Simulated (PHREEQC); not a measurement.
Make-up at 75 °C: 0.23 mol CdSO4, 1.3 mol HBr and 0.0072 mol Mn(NO3)2 per kg of water. Closed to the air; pH follows from the charge balance.

Equilibrium calculation in PHREEQC: ion-association model, phreeqc.dat.

```
quantity                   before    after
------------------------  -------  -------
pH                           0.11     1.06
ionic strength (mol/kgw)     1.19    0.138
SO4-2 (mol/kgw)           0.00555  0.00172
Cd+2 (mol/kgw)            0.00261  0.00379
Cd(SO4)2-2 (mol/kgw)      3.77e-6  3.23e-6
```

Q: Name the change that produced these shifts.
A. diluted 10-fold with water
B. Mn(NO3)2 left out
C. temperature from 75 to 70 °C
D. diluted 5-fold with water
E. temperature from 75 to 80 °C

A: A, diluted 10-fold with water

Precipitation was switched off in this run. The ionic strength passes 0.7 mol/kgw, the rough limit of the ion-association models, in before. At this temperature some constants are extrapolated from 25 °C, and those without enthalpy data are left unchanged.
